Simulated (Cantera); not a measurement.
An isothermal, constant-pressure homogeneous reactor starts with H2 : O2 : N2 = 0.084 : 1 : 1.3 (molar parts), at 1325 K and 0.0247 atm.

Computed with Cantera and GRI-Mech 3.0 (53 species, 325 reactions). Radical loss at walls, strong at low pressure, is not modelled. The temperature is held fixed by assumption; the heat of reaction is taken as removed at once.

One state of this run: x H2 = 1.04e-5; x O2 = 0.409; x H = 7.10e-6; x H2O = 0.0357; x NO = 1.17e-6; x N2O = 3.21e-8; x NO2 = 4.69e-10. x: mole fraction; the columns are a selection and need not sum to one.

Q: Which value of t (s) does it belong to?
A. 2.00e-6
B. 13.9
C. 0.419
D. 80.0

A: C, 0.419
